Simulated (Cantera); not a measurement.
Charge: 1 mol PbO, 420 mol H2, 9 mol N2, equilibrated at 10000 Pa.

Cantera equilibrium calculation (NASA polynomials, part measured and part estimated; ideal gas, pure solids and liquids). Candidate condensed phases: H2O, Pb, PbO, PbO2, Pb3O4; 27 gas species. Kinetics and transport are ignored.

Question: Which condensed phases are stable at each of these points (T (K)): 700, 800, 900, 1000, 1100, 1200, 1300, 1400, 1500, 1600?

Answer: 
| T (K) | condensed phases | Pb condensed (%) |
|---|---|---|
| 700 | Pb(l) | 100.0 |
| 800 | Pb(l) | 100.0 |
| 900 | Pb(l) | 99.4 |
| 1000 | Pb(l) | 93.1 |
| 1100 | Pb(l) | 48.0 |
| 1200 | gas only | 0.0 |
| 1300 | gas only | 0.0 |
| 1400 | gas only | 0.0 |
| 1500 | gas only | 0.0 |
| 1600 | gas only | 0.0 |

From 700 K to 1100 K the condensed part is Pb(l). From 1200 K to 1600 K nothing is condensed.
